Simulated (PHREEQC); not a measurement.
Solution (37 °C): 4.7 mmol/kgw CO2 and 0.22 mmol/kgw CaBr2. Closed to the air; pH follows from the charge balance.

Model: ion-association model, phreeqc.dat, run in PHREEQC.

Precipitation was switched off in this run.

Question: Estimate the pH.

Answer: pH 4.32.

Question: In which forms is C present?

Answer: CO2 99 %, HCO3- 1.1 % of the C.

Complexes and solids missing from the database can't appear. Constants without temperature data keep their 25 °C values here.
